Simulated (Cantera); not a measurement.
**Ammonia decomposition in nitride growth gas**

An isothermal, constant-pressure homogeneous reactor starts with NH3 : H2 = 1 : 1.4 (molar parts), at 1500 K and 1.18 atm.

Model: the gas-phase N/H chemistry of the illustrative SiF4/NH3 mechanism in the Surface Chemkin manual (1991), integrated in Cantera. Walls and surfaces, which speed up NH3 decomposition in real reactors, are not modelled.

```
t (s)     x NH3   x H2      x NH    x N2H2      x H      x N2    x N2H4
--------  -----  -----  --------  --------  -------  --------  --------
4.00e-5   0.417  0.583  3.05e-12  1.39e-12  1.10e-7    <1e-12  2.86e-12
0.000139  0.417  0.583  3.77e-11  3.22e-11  3.82e-7  1.32e-11  4.41e-11
0.000480  0.417  0.583  4.52e-10  4.98e-10  1.32e-6   1.88e-9  5.66e-10
0.00167   0.417  0.583   4.91e-9   5.96e-9  4.34e-6   1.25e-7   6.26e-9
0.00577   0.417  0.583   2.34e-8   3.00e-8  9.49e-6   3.58e-6   3.00e-8
0.0200    0.417  0.583   2.74e-8   3.53e-8  1.03e-5   2.54e-5   3.52e-8
0.0693    0.416  0.584   2.73e-8   3.53e-8  1.03e-5  0.000102   3.51e-8
0.240     0.416  0.584   2.73e-8   3.52e-8  1.03e-5  0.000369   3.50e-8
0.833     0.413  0.586   2.71e-8   3.47e-8  1.03e-5   0.00128   3.46e-8
2.89      0.404  0.591   2.66e-8   3.31e-8  1.04e-5   0.00436   3.31e-8
10.0      0.377  0.609   2.48e-8   2.83e-8  1.07e-5    0.0140   2.88e-8
```
x: mole fraction; the columns are a selection and need not sum to one.

Equilibrium at this temperature and pressure: NH3 2.21e-5, H2 0.853, NH 1.45e-12, N2H2 <1e-12, H 1.49e-5, N2 0.147, N2H4 <1e-12 (gas phase only).
